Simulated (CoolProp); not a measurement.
Vapour pressure (MPa) of R125: the reference equation beside estimates from Tc = 66.0 °C, pc = 3.618 MPa, ω = 0.305. Clausius-Clapeyron is anchored at -27.95 °C with a constant enthalpy of vaporisation of 18.30 kJ/mol.

Model: reference Helmholtz-energy equation of state, Lemmon 2005, in CoolProp.

| T (°C) | reference | Lee-Kesler | Clausius-Clapeyron | Redlich-Kwong | Soave-Redlich-Kwong | Peng-Robinson |
|---|---|---|---|---|---|---|
| -75.85 | 0.02058 | 0.02013 | 0.02805 | 0.05311 | 0.02038 | 0.02106 |
| -63.85 | 0.04361 | ___ | 0.05316 | 0.09890 | 0.04327 | 0.04407 |
| -51.95 | 0.08350 | 0.08292 | 0.09360 | 0.1690 | 0.08309 | 0.08373 |
| -39.95 | 0.1486 | 0.1484 | 0.1562 | 0.2714 | 0.1484 | 0.1483 |
| -27.95 | 0.2478 | 0.2484 | 0.2478 | 0.4129 | 0.2482 | ___ |
| -16.05 | ___ | ___ | 0.3755 | 0.5986 | ___ | ___ |
| -4.05 | 0.5888 | 0.5913 | 0.5500 | ___ | 0.5936 | 0.5862 |
| 7.95 | 0.8554 | 0.8582 | 0.7798 | 1.138 | 0.8649 | 0.8532 |
| 19.85 | 1.200 | 1.202 | ___ | 1.500 | 1.216 | 1.200 |

What belongs in the gaps?


- -63.85, Lee-Kesler: 0.04300
- -27.95, Peng-Robinson: 0.2467
- -16.05, reference: 0.3900
- -16.05, Lee-Kesler: 0.3916
- -16.05, Soave-Redlich-Kwong: 0.3920
- -16.05, Peng-Robinson: 0.3880
- -4.05, Redlich-Kwong: 0.8386
- 19.85, Clausius-Clapeyron: 1.072

Absolute difference from the reference over all 9 rows, mean and median: Lee-Kesler 0.7 and 0.4 %, Clausius-Clapeyron 11.7 and 8.8 %, Redlich-Kwong 76.7 and 66.6 %, Soave-Redlich-Kwong 0.7 and 0.8 %, Peng-Robinson 0.6 and 0.4 %.
